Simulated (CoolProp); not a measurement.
Vapour-liquid equilibrium of R134a (1) + R236FA (2) at 0.704 MPa; x and y are mole fractions of (1).

Model: multi-fluid Helmholtz-energy mixture model, Tillner-Roth 1994 and Pan 2012; pair parameters Bell 2016, in CoolProp.

Give the bubble temperature and the first vapour's composition at x = 0.2, 0.5, 0.65. Is there an azeotrope?

x = 0.2: 49.4 °C, y = 0.321; x = 0.5: 39.8 °C, y = 0.664; x = 0.65: 35.5 °C, y = 0.789. No azeotrope shows between x = 0.05 and 0.95.

The pair parameters rest on a limited set of measurements; away from them the model extrapolates.
